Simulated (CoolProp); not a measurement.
Saturated liquid density (kg/m³) of CF4 (R14): the reference equation beside estimates from Tc = -45.8 °C, pc = 3.762 MPa, ω = 0.178. Rackett uses Z = 0.29056 − 0.08775 ω.

The numbers come from the reference Helmholtz-energy equation of state, Platzer 1990 in CoolProp. This equation is an older, rougher fit; its heat capacities, sound speeds and derivatives of the liquid may be far off and weren't checked against measurements.

| T (°C) | reference | Rackett | van der Waals | Redlich-Kwong | Soave-Redlich-Kwong | Peng-Robinson |
|---|---|---|---|---|---|---|
| -141.85 | 1675 | 1749 | 1096 | 1617 | 1644 | 1854 |
| -134.95 | 1640 | 1712 | 1074 | 1579 | 1609 | 1817 |
| -127.95 | 1603 | 1673 | 1050 | 1538 | 1571 | 1776 |
| -120.95 | 1565 | 1633 | 1026 | 1495 | 1530 | 1731 |
| -114.05 | 1526 | 1592 | 999.9 | 1450 | 1487 | 1684 |
| -107.05 | 1485 | 1548 | 972.3 | 1401 | 1440 | 1632 |
| -100.05 | 1442 | 1502 | 942.8 | 1348 | 1389 | 1575 |
| -93.05 | 1396 | 1453 | 911.2 | 1291 | 1333 | 1512 |
| -86.15 | 1348 | 1401 | 877.5 | 1230 | 1272 | 1444 |
| -79.15 | 1294 | 1344 | 840.0 | 1163 | 1204 | 1365 |
| -72.15 | 1234 | 1280 | 798.1 | 1087 | 1127 | 1276 |
| -65.15 | 1165 | 1207 | 750.1 | 1002 | 1037 | 1173 |

Absolute difference from the reference over all 12 rows, mean and median: Rackett 4.1 and 4.2 %, van der Waals 34.8 and 34.6 %, Redlich-Kwong 7.1 and 6.1 %, Soave-Redlich-Kwong 4.5 and 3.4 %, Peng-Robinson 8.1 and 9.6 %.
